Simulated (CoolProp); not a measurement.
Model: reference Helmholtz-energy equation of state, Lemmon 2006, in CoolProp. It is a short technical equation, of lower accuracy than the large ones.

### Question
For carbonyl sulfide, give the phase and the cv (kJ/(kg K)) at 393.4 K and 0.261 MPa; 393.4 K and 1.35 MPa; 393.4 K and 15.9 MPa.

### Answer
- 393.4 K and 0.261 MPa: gas; cv 0.624
- 393.4 K and 1.35 MPa: gas; cv 0.637
- 393.4 K and 15.9 MPa: supercritical; cv 0.736
